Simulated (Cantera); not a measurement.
An isothermal, constant-pressure homogeneous reactor starts with N2O : O2 = 1 : 0.18 (molar parts), at 1125 K and 0.0263 atm.

Cantera simulation using GRI-Mech 3.0 (53 species, 325 reactions); the numbers are that mechanism's predictions, not measurements. GRI-Mech 3.0 was tuned for natural gas; its chemistry of N2O as a main component is partial and can be far from experiment. Radical loss at walls, strong at low pressure, is not modelled. The mechanism lacks the step 2 NO + O2 → 2 NO2, which can matter for NO2 below about 1400 K. The temperature is held fixed by assumption; the heat of reaction is taken as removed at once.

Question: Predict: x(N2O) at 50.0 s; x(O2) at 50.0 s; x(NO) at 50.0 s; x(NO2) at 50.0 s; x(N2) at 50.0 s; x(O) at 50.0 s.

Answer: 
- x(N2O) at 50.0 s: 0.662 (gas-phase equilibrium 1.35e-9)
- x(O2) at 50.0 s: 0.203 (gas-phase equilibrium 0.405)
- x(NO) at 50.0 s: 0.00998 (gas-phase equilibrium 0.000129)
- x(NO2) at 50.0 s: 4.29e-6 (gas-phase equilibrium 7.23e-7)
- x(N2) at 50.0 s: 0.125 (gas-phase equilibrium 0.595)
- x(O) at 50.0 s: 5.22e-7 (gas-phase equilibrium 1.81e-8)
